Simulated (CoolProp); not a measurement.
Saturated liquid density (kg/m³) of C3F8 (R218): the reference equation beside estimates from Tc = 345.0 K, pc = 2.640 MPa, ω = 0.317. Rackett uses Z = 0.29056 − 0.08775 ω.

Computed with CoolProp (reference Helmholtz-energy equation of state, Lemmon 2006). It is a short technical equation, of lower accuracy than the large ones.

```tsv
T (K)	reference	Rackett	van der Waals	Redlich-Kwong	Soave-Redlich-Kwong	Peng-Robinson
173	1841	1970	1134	1683	1731	1946
181.8	[?]	1938	1117	1656	1707	1922
190.5	[?]	[?]	1100	1628	1683	1896
199.3	1749	[?]	1083	1598	1657	1868
208.1	[?]	1838	1064	1566	1629	1838
216.8	1686	1804	1046	1534	1600	1807
225.6	1653	1767	[?]	1499	1568	1773
234.3	1620	1731	1005	1463	1535	1737
243.1	1585	[?]	[?]	1425	1499	1697
```

Question: What belongs in the gaps?

Answer: 
- 181.8, reference: 1811
- 190.5, reference: 1780
- 190.5, Rackett: 1906
- 199.3, Rackett: 1873
- 208.1, reference: 1717
- 225.6, van der Waals: 1026
- 243.1, Rackett: 1692
- 243.1, van der Waals: 983.7

Absolute difference from the reference over all 9 rows, mean and median: Rackett 7.0 and 7.0 %, van der Waals 38.1 and 38.0 %, Redlich-Kwong 9.0 and 8.8 %, Soave-Redlich-Kwong 5.4 and 5.3 %, Peng-Robinson 6.8 and 7.0 %.
